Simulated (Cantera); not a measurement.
**Stirred combustor or abatement burner**

A perfectly stirred reactor is fed with 8.90 % CH₄, 19.1 % O₂, 72.0 % N₂, equivalence ratio 0.93, at 0.987 atm; it is adiabatic with a 300 K inlet, and is followed from long to short residence time, starting on the burning branch (τ in s: 0.093, 0.042, 0.019, 0.0088, 0.004, 0.0018, 0.00084, 0.00038, 0.00017, 7.9e-05, 3.6e-05, 1.7e-05).

Model: GRI-Mech 3.0 (53 species, 325 reactions), integrated in Cantera.

```csv
τ (s),T (K),x CH₄,x O₂,x H,x N₂O,x O,x CH₂CO
0.093,2157,4.38e-6,0.0153,0.000294,1.77e-7,0.000383,7.14e-10
0.042,2144,8.20e-6,0.0161,0.000420,1.83e-7,0.000496,1.73e-9
0.019,2122,1.46e-5,0.0172,0.000666,1.86e-7,0.000694,3.95e-9
0.0088,2091,2.51e-5,0.0187,0.00109,1.81e-7,0.00100,8.23e-9
0.0040,2050,4.38e-5,0.0206,0.00182,1.69e-7,0.00146,1.66e-8
0.0018,1999,7.89e-5,0.0229,0.00295,1.55e-7,0.00209,3.35e-8
0.00084,1942,0.000145,0.0255,0.00442,1.42e-7,0.00280,6.95e-8
0.00038,1874,0.000293,0.0288,0.00620,1.29e-7,0.00352,1.72e-7
0.00017,1796,0.000691,0.0340,0.00753,1.15e-7,0.00383,5.89e-7
7.9e-5,300,0.0890,0.191,<1e-12,<1e-12,<1e-12,<1e-12
3.6e-5,300,0.0890,0.191,<1e-12,<1e-12,<1e-12,<1e-12
1.7e-5,300,0.0890,0.191,<1e-12,<1e-12,<1e-12,<1e-12
```
x: mole fraction; the columns are a selection and need not sum to one.
